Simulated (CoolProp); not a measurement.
Properties of toluene at several states (Tc = 318.6 °C, pc = 4126 kPa, ω = 0.266).

Computed with CoolProp (reference Helmholtz-energy equation of state, Lemmon 2006). It is a short technical equation, of lower accuracy than the large ones.

```csv
T (°C),p (kPa),phase,Z,Joule-Thomson coefficient (K/MPa)
257.45,588,gas,…,…
266.05,1840,gas,0.7158,…
220.85,88,gas,0.9856,…
-42.85,66.3,liquid,…,…
-17.85,6750,liquid,…,…
```

Question: Some entries are withheld; supply them.

Answer: 
- 257.45, Z: 0.9203
- 257.45, Joule-Thomson coefficient (K/MPa): 11.73
- 266.05, Joule-Thomson coefficient (K/MPa): 16.68
- 220.85, Joule-Thomson coefficient (K/MPa): 13.37
- -42.85, Z: 0.003449
- -42.85, Joule-Thomson coefficient (K/MPa): -0.5457
- -17.85, Z: 0.3234
- -17.85, Joule-Thomson coefficient (K/MPa): -0.5230
